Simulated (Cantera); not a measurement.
Input: 1 mol CaF₂, 0.64 mol H₂, equilibrated at 1202 °C and 0.133 bar.

Cantera equilibrium calculation (NASA polynomials, part measured and part estimated; ideal gas, pure solids and liquids). Candidate condensed phases: Ca, CaF₂; 15 gas species. Kinetics and transport are ignored.

Base state: H₂ 1.000, H 3.55e-5, HF 2.84e-5, Ca 1.21e-5 (mole fractions); condensed: CaF₂(s).

What changes in the equilibrium state with this change: temperature from 1202 °C to 1650 °C?


| species | before | after |
|---|---|---|
| H₂ | 1.000 | 0.977 |
| CaF₂ | 9.52e-6 | 0.0115 |
| HF | 2.84e-5 | 0.00487 |
| CaF | 4.27e-6 | 0.00253 |
| Ca | 1.21e-5 | 0.00117 |
| H | 3.55e-5 | 0.00255 |
| CaF₂(s), mol | 1.000 | 0 |
| CaF₂(l), mol | 0 | 0.990 |
